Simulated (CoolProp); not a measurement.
Model: reference Helmholtz-energy equation of state, Schroeder 2014, in CoolProp.

### Question
Give the vapour pressure (kPa), vapour Z, liquid conductivity (mW/(m K)) of saturated ethanol at 97.95 °C.

### Answer
```csv
T (°C),p (kPa),vapour Z,liquid conductivity (mW/(m K))
97.95,209,0.948,151
```

Thermal conductivity comes from a separate model (Assael 2013).
